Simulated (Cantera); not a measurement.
Input (Python, Cantera) and output of one run.

```python
import numpy as np
import cantera as ct

gas_names = [...]  # 123 gases of nasa_gas.yaml made of C, H, O, Si
cond_names = """
    C(gr) C6H6(L) C7H8(L) C8H18(L),n-octa H2O(s) H2O(L) Si(cr) Si(L) SiC(b) SiO2(Lqz) SiO2(hqz) SiO2(L)
""".split()


# ... load() reads the species with a 1 bar reference pressure and builds the phases ...
atoms = {
    'Si': {'Si': 1},
    'CO2': {'C': 1, 'O': 2},
    'H2': {'H': 2},
}
top_T = {'C(gr)': 4500, 'SiC(b)': 3050}  # K; cautious upper limits of use, not melting points


# ... equilibrate(T, P, feed) seeds the gas with the atoms and calls Mixture.equilibrate('TP', solver="vcs", rtol=1e-11, max_steps=5000) ...
results = []
feed = {'Si': 1, 'CO2': 3.8, 'H2': 650}  # mol
T = 1150  # K
P = 1000  # Pa
mix = equilibrate(T, P, feed)
results.append((T, P, feed, dict(zip(mix.species_names, mix.species_moles))))
print(gas.report(threshold=1e-06))
for i in range(1, mix.n_phases):
    print(f"{mix.phase(i).name:16s} {mix.phase_moles(i):12.5e} mol")
```

It prints:

```
       temperature   1150 K
          pressure   1000 Pa
           density   0.00023125 kg/m^3
  mean mol. weight   2.2111 kg/kmol
   phase of matter   gas

                          1 kg             1 kmol
                     ---------------   ---------------
          enthalpy        1.0847e+07        2.3983e+07  J
   internal energy        6.5224e+06        1.4422e+07  J
           entropy             94898        2.0983e+05  J/K
    Gibbs function       -9.8285e+07       -2.1732e+08  J
 heat capacity c_p             13982             30916  J/K
 heat capacity c_v             10222             22601  J/K

                      mass frac. Y      mole frac. X     chem. pot. / RT
                     ---------------   ---------------   ---------------
                CO          0.073453         0.0057985           -47.293
               CO2        0.00026829         1.348e-05           -85.931
                H2           0.90395           0.99145           -22.478
               H2O          0.022323         0.0027399           -61.115
     [ +119 minor]        1.9838e-06        9.6944e-07

C(gr)             0.00000e+00 mol
Si(cr)            0.00000e+00 mol
SiC(b)            0.00000e+00 mol
SiO2(hqz)         1.00000e+00 mol
```

Cantera equilibrium calculation (NASA polynomials, part measured and part estimated; ideal gas, pure solids and liquids). The tables hold silica as quartz up to 1696 K and as liquid above; real silica turns to tridymite and cristobalite and melts near 1996 K.
